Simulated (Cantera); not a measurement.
What does this Cantera script print?

```python
import numpy as np
import cantera as ct

gas_names = [...]  # 151 gases of nasa_gas.yaml made of C, H, N, O, Si
cond_names = """
    C(gr) C6H6(L) C7H8(L) C8H18(L),n-octa H2O(s) H2O(L) Si(cr) Si(L) SiC(b) SiO2(Lqz) SiO2(hqz) SiO2(L)
    Si2N2O(s) Si3N4(a)
""".split()


# ... load() reads the species with a 1 bar reference pressure and builds the phases ...
atoms = {
    'TEOS': {'Si': 1, 'C': 8, 'H': 20, 'O': 4},
    'N2O': {'N': 2, 'O': 1},
    'H2': {'H': 2},
}
top_T = {'C(gr)': 4500, 'SiC(b)': 3050, 'Si2N2O(s)': 2100, 'Si3N4(a)': 2400}  # K; cautious upper limits of use, not melting points


# ... equilibrate(T, P, feed) seeds the gas with the atoms and calls Mixture.equilibrate('TP', solver="vcs", rtol=1e-11, max_steps=5000) ...
results = []
feed = {'TEOS': 1, 'N2O': 20, 'H2': 18}  # mol
T = 1125  # K
P = 49000  # Pa
mix = equilibrate(T, P, feed)
results.append((T, P, feed, dict(zip(mix.species_names, mix.species_moles))))
x = sorted(zip(gas.X, gas.species_names), reverse=True)
print(f"T = {T:g} K  P = {P:g} Pa  gas = {mix.phase_moles(0):.4g} mol")
print("   x: " + "  ".join(f"{s} {v:.3e}" for v, s in x if v > 0.0001))
print("   condensed (mol): " + ("  ".join(f"{mix.phase(i).name} {mix.phase_moles(i):.4g}"
      for i in range(1, mix.n_phases) if mix.phase_moles(i) > 1e-12) or "none"))
```

It prints:

```
T = 1125 K  P = 49000 Pa  gas = 56 mol
   x: N2 3.571e-01  H2 3.030e-01  H2O 1.970e-01  CO 8.979e-02  CO2 5.306e-02
   condensed (mol): SiO2(hqz) 1
```

These are equilibrium values from Cantera (NASA tables, ideal gas, pure condensed phases), not measurements of a reactor. The feed counts by its element totals alone.
